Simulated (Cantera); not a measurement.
Catalytic combustion on Pt

An isothermal plug-flow reactor at 500 K and 1.00 bar (inlet), inlet velocity 2.9 m/s, active area per volume 2400 1/m; feed H2 : O2 : N2 = 0.013 : 0.09 : 0.79 (molar parts), equivalence ratio 0.072.

Computed with Cantera and Deutschmann's 1995 Pt surface mechanism with GRI-Mech 3.0 gas chemistry. Catalytic surfaces can have several steady states; this one follows from the mechanism file's or the stated starting coverage. Mass transfer to the wall is taken as infinitely fast.

| z (m) | x H2 | x O2 | x H2O | θ free Pt | θ O* | θ OH* |
|---|---|---|---|---|---|---|
| 0.00017 | 0.00802 | 0.0978 | 0.00659 | 0.120 | 0.840 | 0.0397 |
| 0.00034 | 0.00550 | 0.0967 | 0.00913 | 0.0833 | 0.880 | 0.0365 |
| 0.00065 | 0.00347 | 0.0958 | 0.0112 | 0.0532 | 0.915 | 0.0314 |
| 0.0013 | 0.00195 | 0.0951 | 0.0127 | 0.0301 | 0.945 | 0.0250 |
| 0.0024 | 0.00112 | 0.0947 | 0.0135 | 0.0173 | 0.963 | 0.0195 |
| 0.0047 | 0.000590 | 0.0945 | 0.0141 | 0.00916 | 0.976 | 0.0144 |
| 0.009 | 0.000313 | 0.0943 | 0.0143 | 0.00486 | 0.984 | 0.0106 |
| 0.017 | 0.000167 | 0.0943 | 0.0145 | 0.00260 | 0.990 | 0.00782 |
x: gas mole fraction; θ: surface coverage.
